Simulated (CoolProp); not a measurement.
The fluid at 338.85 K and 3.2 MPa is throttled through a valve to 0.836 MPa with no heat exchange. The same conditions are run with several fluids, on thermodynamics alone (safety and materials aside).

The numbers come from the reference Helmholtz-energy equation of state of each fluid (R410A: Lemmon 2003; carbon monoxide: Lemmon 2006; methane: Setzmann 1991; hydrogen chloride: Thol 2018; CF4 (R14): Platzer 1990) in CoolProp. The equations of Platzer and Polt are older, rougher fits. Blends and air are pseudo-pure fits.

**Question.** Rank R410A, carbon monoxide, methane, hydrogen chloride, CF4 (R14) by temperature change (K), highest first.

**Answer.** carbon monoxide (-4.3), methane (-7.8), CF4 (R14) (-9.7), hydrogen chloride (-29.4), R410A (-39.7)

```
fluid              final density (kg/m³)
-----------------  ---------------------
R410A                               27.6
carbon monoxide                     8.42
methane                             4.92
hydrogen chloride                   12.4
CF4 (R14)                           27.5
```
